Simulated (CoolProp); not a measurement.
Vapour-liquid equilibrium of ethanol (1) + cyclohexane (2) at 245 kPa; x and y are mole fractions of (1).

Values from CoolProp's multi-fluid Helmholtz-energy mixture model, Schroeder 2014 and Zhou 2014; pair parameters Bell 2016.

Problem. Give the bubble temperature and the first vapour's composition at x = 0.125, 0.275, 0.35. Is there an azeotrope?

Solution. x = 0.125: 371.6 K, y = 0.369; x = 0.275: 367.3 K, y = 0.481; x = 0.35: 366.7 K, y = 0.504. y crosses x between x = 0.5 and 0.575: the model has an azeotrope there.

Pair parameters are fitted to limited data, so mixtures are less certain than the pure fluids.
